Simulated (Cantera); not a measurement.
A Cantera script and its output.

```python
import numpy as np
import cantera as ct

surf = ct.Interface("diamond.yaml", "diamond_100")
gas, bulk = surf.adjacent["gas"], surf.adjacent["diamond"]
k = surf.kinetics_species_index(bulk.species_names[0])
cover = ["c6HH", "c6H*", "c6*H", "c6**", "c6HM", "c6B"]

rows, drift = [], 0.0
print(f"{'xCH3':>10s}{'um/h':>11s}" + "".join(f"{s:>11s}" for s in cover))
for v in [1e-06, 2.3e-06, 5.5e-06, 1.3e-05, 3e-05, 7e-05, 0.00016, 0.00038, 0.0009]:
    T, P, xH, xCH3 = 1148, 30000, 0.0011, v
    gas.TPX = T, P, {"H": xH, "CH3": xCH3, "CH4": 0.02, "H2": 1 - xH - xCH3 - 0.02}
    surf.TP = bulk.TP = T, P
    surf.coverages = "c6H*:0.1, c6HH:0.9"
    surf.advance_coverages(100.0)
    before = surf.coverages
    surf.advance_coverages(100.0)
    drift = max(drift, np.max(np.abs(surf.coverages - before) / (surf.coverages + 1e-9)))
    rate = surf.net_production_rates[k] * bulk.mean_molecular_weight / bulk.density * 3.6e9
    rows.append([rate, *surf[cover].coverages])
    print(f"{v:10.4g}{rate:11.4e}" + "".join(f"{x:11.3e}" for x in rows[-1][1:]))
```

It prints:

```
      xCH3       um/h       c6HH       c6H*       c6*H       c6**       c6HM        c6B
     1e-06 1.5153e-01  4.898e-01  3.225e-02  4.581e-01  1.958e-02  1.481e-04  4.112e-10
   2.3e-06 3.4837e-01  4.897e-01  3.224e-02  4.580e-01  1.957e-02  3.406e-04  9.453e-10
   5.5e-06 8.3221e-01  4.893e-01  3.221e-02  4.576e-01  1.954e-02  8.137e-04  2.258e-09
   1.3e-05 1.9623e+00  4.885e-01  3.215e-02  4.568e-01  1.948e-02  1.919e-03  5.325e-09
     3e-05 4.5038e+00  4.867e-01  3.202e-02  4.549e-01  1.933e-02  4.405e-03  1.222e-08
     7e-05 1.0377e+01  4.824e-01  3.171e-02  4.504e-01  1.901e-02  1.015e-02  2.816e-08
   0.00016 2.3066e+01  4.731e-01  3.104e-02  4.409e-01  1.830e-02  2.259e-02  6.259e-08
   0.00038 5.1354e+01  4.525e-01  2.954e-02  4.197e-01  1.675e-02  5.039e-02  1.394e-07
    0.0009 1.0613e+02  4.123e-01  2.662e-02  3.782e-01  1.384e-02  1.046e-01  2.880e-07
```

Cantera simulation using the Harris–Goodwin 1993 mechanism for the reconstructed diamond (100) surface; the numbers are that mechanism's predictions, not measurements.
